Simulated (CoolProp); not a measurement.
Model: reference Helmholtz-energy equation of state, Thol 2019, in CoolProp.

Give the vapour pressure (kPa), liquid density (kg/m³), vapour density (kg/m³), enthalpy of vaporisation (kJ/kg) of saturated tetradecamethylhexasiloxane (MD4M) at 215.65, 236.45 °C.


```json
[
 {"T (°C)": "215.65", "p (kPa)": "34.3", "liquid density (kg/m³)": "692", "vapour density (kg/m³)": "4.09", "enthalpy of vaporisation (kJ/kg)": "113"},
 {"T (°C)": "236.45", "p (kPa)": "59.0", "liquid density (kg/m³)": "667", "vapour density (kg/m³)": "6.96", "enthalpy of vaporisation (kJ/kg)": "106"}
]
```
